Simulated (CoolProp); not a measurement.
Fluoroethane (R161) at several states: Z from the reference equation and from simpler models built on Tc = 375.2 K, pc = 5.010 MPa, ω = 0.216; each cubic takes its own stable root.

Model: reference Helmholtz-energy equation of state, Wu 2012, in CoolProp.

```json
[
 {"T (K)": "278.5", "p (MPa)": "0.468", "phase": "gas", "reference": "0.9019"},
 {"T (K)": "282", "p (MPa)": "0.0878", "phase": "gas", "reference": "0.9838"},
 {"T (K)": "192.3", "p (MPa)": "0.0946", "phase": "liquid", "reference": "0.003245"},
 {"T (K)": "443.1", "p (MPa)": "0.312", "phase": "gas", "reference": "0.9872"},
 {"T (K)": "308.5", "p (MPa)": "1.46", "phase": "liquid", "reference": "0.03970"}
]
```

**Question.** How far does each simpler model (van der Waals, Redlich-Kwong, Soave-Redlich-Kwong, Peng-Robinson) lie from the reference over these 5 states: mean and median of the absolute difference, and the worst?

**Answer.** 
- van der Waals: mean 6384.2 %, median 4.3 %, worst +29903.1 % at 192.3 K and 0.0946 MPa
- Redlich-Kwong: mean 383.9 %, median 2.2 %, worst +1899.2 % at 308.5 K and 1.46 MPa
- Soave-Redlich-Kwong: mean 7.8 %, median 1.5 %, worst +21.6 % at 308.5 K and 1.46 MPa
- Peng-Robinson: mean 2.2 %, median 1.0 %, worst +7.2 % at 308.5 K and 1.46 MPa

At some of these states van der Waals, Redlich-Kwong gives the other phase, because its saturation line lies elsewhere.
